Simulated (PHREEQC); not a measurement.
A made-up water analysis in mmol/kgw, 25 °C, pH 2.11, pe 8.2: Na 1.26; K 3.07; Ca 1.72; Mg 0.3; Cl 3.02; S(6) 10.4; N(5) 0.000897; B 0.00979; Si 0.0326; Cu(2) 0.00895; Li 0.0329.

Valence states are taken as typed.

All values are PHREEQC results (ion-association model, wateq4f.dat), not measurements.

| quantity | before | after |
|---|---|---|
| ionic strength (mol/kgw) | 0.0256 | 0.0297 |
| SO4-2 (mol/kgw) | 0.00654 | 0.00602 |
| HSO4- (mol/kgw) | 0.00316 | 0.00283 |
| Ca+2 (mol/kgw) | 0.00121 | 0.00380 |
| CaSO4 (mol/kgw) | 0.000482 | 0.00129 |
| Mg+2 (mol/kgw) | 0.000204 | 0.000213 |
| SI of Quartz (SiO2) | -0.50 | -0.50 |
| SI of Gypsum (CaSO4:2H2O) | -1.03 | -0.60 |

Which change was made?
A. temperature from 25 to 15 °C at the same typed pH
B. all concentrations times 3 at the same typed pH
C. Ca from 1.72 to 5.16 mmol/kgw

C, Ca from 1.72 to 5.16 mmol/kgw

No solid was allowed to form.
